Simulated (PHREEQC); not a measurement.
Consider water at 25 °C with 0.0065 mol/kgw NH4HF2, 0.00023 mol/kgw (NH4)2SiF6, 0.034 mol/kgw H3AsO4, 0.00053 mol/kgw HCl and 0.0098 mol/kgw NH3. Closed to the air; pH follows from the charge balance.

All values are PHREEQC results (ion-association model, wateq4f.dat), not measurements.

Problem. The ionic strength comes out as 0.0221 mol/kgw. What activity coefficients do Cl-, H2AsO4-, HF2-, SiF6-2, F- get?

Solution. Cl- 0.86, H2AsO4- 0.86, HF2- 0.86, SiF6-2 0.57, F- 0.86.

This is a speciation only: nothing precipitates in the calculation. Species that the database lacks are ignored. SiF6-2 is the database's only silicon fluoride.
